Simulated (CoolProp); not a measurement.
A single-stage vapour-compression cycle with R134a: evaporating at 249.15 K (dew point), condensing at 291.15 K (bubble point), superheat 8 K, subcooling 8 K, compressor efficiency 0.65, no pressure losses. Each further row changes one setting.

Values from CoolProp's reference Helmholtz-energy equation of state, Tillner-Roth 1994.

```
case                              cooling COP  pressure ratio  discharge temperature (K)  refrigerating effect (kJ/kg)  volumetric capacity (kJ/m³)
--------------------------------  -----------  --------------  -------------------------  ----------------------------  ---------------------------
as stated                                3.42            4.83                      326.0                           177                          979
evaporating temperature 254.15 K         4.04               ?                          ?                             ?                            ?
condensing temperature 286.15 K          3.97            4.11                          ?                           184                         1020
subcooling 13 K                             ?            4.83                      326.0                           184                         1020
superheat 18 K                           3.42            4.83                      336.9                             ?                          979
compressor efficiency 0.55                  ?            4.83                      335.8                           177                          979
```

Task: Complete the blanks.

Result: 
- evaporating temperature 254.15 K, pressure ratio: 3.88
- evaporating temperature 254.15 K, discharge temperature (K): 321.9
- evaporating temperature 254.15 K, refrigerating effect (kJ/kg): 180
- evaporating temperature 254.15 K, volumetric capacity (kJ/m³): 1230
- condensing temperature 286.15 K, discharge temperature (K): 318.8
- subcooling 13 K, cooling COP: 3.55
- superheat 18 K, refrigerating effect (kJ/kg): 185
- compressor efficiency 0.55, cooling COP: 2.89
